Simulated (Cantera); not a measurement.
Cantera with NASA thermochemical tables; ideal gases at 1 bar, condensed phases pure. Values are per mole of reaction as written; species without (g) are pure solids or liquids, kept so even where they would boil at 1 bar.

3 NbO2 + 2 N2O(g) ⇌ 3 Nb + 4 NO2(g)

| T (K) | ΔH° (kJ) | ΔS° (J/K) | ΔG° (kJ) | log10 K |
|---|---|---|---|---|
| 300 | 2358.4 | 466.4 | 2218.5 | -386.26 |
| 1073 | (withheld) | (withheld) | (withheld) | (withheld) |
| 1173 | (withheld) | (withheld) | (withheld) | (withheld) |
| 1273 | 2290.2 | 380.2 | 1806.2 | -74.11 |
| 1373 | 2284.6 | 376.0 | 1768.4 | -67.28 |
| 1473 | 2279.2 | 372.2 | 1731.0 | -61.38 |
| 1573 | 2274.1 | 368.8 | 1694.0 | -56.25 |
| 1673 | 2269.2 | 365.8 | 1657.2 | -51.74 |
| 1773 | (withheld) | (withheld) | (withheld) | (withheld) |
| 1873 | 2260.2 | 360.7 | 1584.6 | -44.19 |
| 1973 | 2256.2 | 358.6 | 1548.6 | -41.00 |

Problem. Some entries are withheld; supply them.

Solution. 
- 1073, ΔH° (kJ): 2316.1
- 1073, ΔS° (J/K): 403.1
- 1073, ΔG° (kJ): 1883.6
- 1073, log10 K: -91.69
- 1173, ΔH° (kJ): 2296.9
- 1173, ΔS° (J/K): 385.7
- 1173, ΔG° (kJ): 1844.5
- 1173, log10 K: -82.13
- 1773, ΔH° (kJ): 2264.6
- 1773, ΔS° (J/K): 363.1
- 1773, ΔG° (kJ): 1620.8
- 1773, log10 K: -47.75
